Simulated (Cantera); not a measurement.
What does this Cantera script print?

```python
import numpy as np
import cantera as ct

gas_names = """
    CL CL2 H HCL H2 Si SiCL SiCL2 SiCL3 SiCL4 SiH SiHCL3 SiH2 SiH2CL2 SiH3 SiH3CL SiH4 Si2 Si3
""".split()
cond_names = """
    Si(cr) Si(L)
""".split()


def load(file, names, dense=False):
    # The tables refer to 1 bar. Condensed volumes are neglected.
    table = {s.name: s for s in ct.Species.list_from_file(file)}
    out = []
    for n in names:
        d = dict(table[n].input_data)
        d["thermo"] = dict(d["thermo"], **{"reference-pressure": 1e5})
        if dense:
            d["equation-of-state"] = {"model": "constant-volume", "density": "1e6 g/cm^3"}
        out.append(ct.Species.from_dict(d))
    return out


gas = ct.Solution(thermo="ideal-gas", species=load("nasa_gas.yaml", gas_names))
cond = {s.name: ct.Solution(thermo="fixed-stoichiometry", species=[s], name=s.name)
        for s in load("nasa_condensed.yaml", cond_names, dense=True)}
atoms = {
    'SiH4': {'Si': 1, 'H': 4},
    'HCl': {'H': 1, 'CL': 1},
    'H2': {'H': 2},
}
top_T = {}  # K; cautious upper limits of use, not melting points


def equilibrate(T, P, feed):
    n = {}
    for name, mol in feed.items():
        for a, k in atoms[name].items():
            n[a] = n.get(a, 0.0) + k * mol
    gas.TPX = T, P, n
    mass = sum(n.values()) * gas.mean_molecular_weight
    gas.equilibrate("TP")
    valid = [c for c in cond.values() if c.min_temp <= T <= top_T.get(c.name, c.max_temp)]
    mix = ct.Mixture([(gas, mass / gas.mean_molecular_weight)] + [(c, 0.0) for c in valid])
    mix.T, mix.P = T, P
    mix.equilibrate("TP", solver="vcs", rtol=1e-11, max_steps=5000)
    return mix


results = []
feed = {'SiH4': 1, 'HCl': 0.36, 'H2': 8.4}  # mol
P = 41000  # Pa
for T in [1775, 1825, 1875, 1925, 1975, 2025, 2075, 2125, 2175, 2225, 2275, 2325, 2375]:
    mix = equilibrate(T, P, feed)
    results.append((T, P, feed, dict(zip(mix.species_names, mix.species_moles))))

top = {s: max(r[3][s] / sum(r[3][g] for g in gas_names) for r in results) for s in gas_names}
cols = sorted((s for s in top if top[s] > 0.001), key=lambda s: -top[s])[:9]
seen = [c for c in cond_names if any(r[3].get(c, 0) > 1e-12 for r in results)]
print("log10 of partial pressures in bar; condensed amounts in mol")
print(f"{'T/K':>10s}" + "".join(f"{s[:9]:>10s}" for s in cols + seen))
for T, P, feed, n in results:
    ng = sum(n[g] for g in gas_names)
    print(f"{T:10.4g}" + "".join(f"{np.log10(max(n[s] / ng * P / 1e5, 1e-99)):10.3f}" for s in cols)
          + "".join(f"{n.get(c, 0):10.4g}" for c in seen))
```

Output:

```
log10 of partial pressures in bar; condensed amounts in mol
       T/K        H2       HCL         H        Si     SiCL2     Si(L)
      1775    -0.401    -1.939    -3.739    -5.659    -2.970     0.971
      1825    -0.401    -1.934    -3.557    -5.342    -2.992    0.9722
      1875    -0.401    -1.931    -3.384    -5.043    -3.014    0.9732
      1925    -0.402    -1.928    -3.220    -4.759    -3.035    0.9738
      1975    -0.402    -1.925    -3.065    -4.490    -3.056     0.974
      2025    -0.403    -1.923    -2.917    -4.235    -3.076    0.9736
      2075    -0.403    -1.921    -2.776    -3.992    -3.097    0.9724
      2125    -0.404    -1.920    -2.642    -3.760    -3.117    0.9699
      2175    -0.405    -1.919    -2.514    -3.540    -3.137    0.9658
      2225    -0.406    -1.919    -2.392    -3.329    -3.158    0.9592
      2275    -0.408    -1.920    -2.275    -3.128    -3.178    0.9492
      2325    -0.411    -1.922    -2.164    -2.936    -3.200    0.9341
      2375    -0.413    -1.925    -2.057    -2.751    -3.222    0.9122
```

Cantera equilibrium calculation (NASA polynomials, part measured and part estimated; ideal gas, pure solids and liquids). The tables' values for SiCl, SiCl3 are old estimates; treat these amounts as uncertain. Gases not in the tables: Si2H6 and higher silanes.
